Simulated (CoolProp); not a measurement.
Properties of nitrous oxide at several states (Tc = 36.4 °C, pc = 7245 kPa, ω = 0.161).

Model: reference Helmholtz-energy equation of state, Lemmon 2006, in CoolProp. It is a short technical equation, of lower accuracy than the large ones.

| T (°C) | p (kPa) | phase | density (kg/m³) | cv (kJ/(kg K)) | isothermal compressibility (1/MPa) | fugacity coefficient |
|---|---|---|---|---|---|---|
| 104.05 | 4320 | gas | 68.27 | 0.7975 | 0.2618 | 0.8959 |
| 117.25 | 1060 | gas | 14.72 | 0.7795 | 0.9664 | 0.9767 |
| 13.45 | 812 | gas | 15.81 | 0.6965 | 1.301 | 0.9509 |
| 126.25 | 23.6 | gas | 0.3129 | 0.7798 | 42.39 | 0.9995 |
| 61.15 | 222 | gas | 3.545 | 0.7259 | 4.542 | 0.9917 |
| -28.85 | 78.9 | gas | 1.723 | 0.6317 | 12.78 | 0.9921 |
